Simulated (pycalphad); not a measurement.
An equivalent pycalphad script:

```python
from pycalphad import Database, equilibrium, calculate, variables as v
import numpy as np
db = Database('COST507.tdb')
comps = ['SI', 'AL', 'VA']
phases = ['DIAMOND_A4', 'FCC_A1', 'LIQUID']
eq = equilibrium(db, comps, phases, {v.X('AL'): 0.04, v.T: np.arange(1850, 499, -40), v.P: 101325, v.N: 1}, output=['HM', 'SM'])
```

CALPHAD calculation (pycalphad, COST 507 light-alloy database (1999)), 1 atm. The database dates from 1999; later assessments differ in places, in temperatures and in the compounds included. Phase fractions are per mole of atoms.

Results at three of the temperatures:

```
T = 1290.00 K, P = 101325 Pa, N = 1 mol of atoms
G = -46324 J/mol, H = 26873 J/mol, S = 56.74 J/(mol K)  (SER reference)
chemical potentials (J/mol): Si -45135, Al -74839
phase             fraction      x(Si)      x(Al)
DIAMOND_A4          0.9264     0.9999   6.03e-05
LIQUID              0.0736     0.4569     0.5431
```

```
T = 1130.00 K, P = 101325 Pa, N = 1 mol of atoms
G = -37580 J/mol, H = 21787 J/mol, S = 52.54 J/(mol K)  (SER reference)
chemical potentials (J/mol): Si -36749, Al -57522
phase             fraction      x(Si)      x(Al)
DIAMOND_A4          0.9412     1.0000   2.22e-05
LIQUID              0.0588     0.3199     0.6801
```

```
T = 650.00 K, P = 101325 Pa, N = 1 mol of atoms
G = -15889 J/mol, H = 8089 J/mol, S = 36.89 J/(mol K)  (SER reference)
chemical potentials (J/mol): Si -15618, Al -22386
phase             fraction      x(Si)      x(Al)
DIAMOND_A4          0.9599     1.0000   6.54e-09
FCC_A1              0.0401     0.0019     0.9981
```

Changes of the phase set, refined by bisection:

```tsv
T (K)	phases above	phases below
1668.0	liquid	diamond (Si) + liquid
850.1	diamond (Si) + liquid	diamond (Si) + fcc
```

FCC_A1 is fcc; DIAMOND_A4 is diamond (Si).
